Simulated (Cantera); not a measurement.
Input: 1 mol Cu, 0.24 mol H2O, 2 mol H2, held at 1200 K and 0.0100 bar.

These are equilibrium values from Cantera (NASA tables, ideal gas, pure condensed phases), not measurements of a reactor. Candidate condensed phases: Cu, CuO, Cu(OH)2, Cu2O, H2O; 12 gas species. Rates play no part.

Problem. What is the equilibrium state?

Solution. 
```json
{
 "x(H2)": "0.893",
 "x(H2O)": "0.107",
 "x(H)": "1.86e-6",
 "x(Cu)": "1.23e-6",
 "n(Cu(s))": "1.000 mol",
 "gas_amount": "2.240 mol",
 "log10 activity of Cu(OH)2(s) (absent)": "-13.09"
}
```
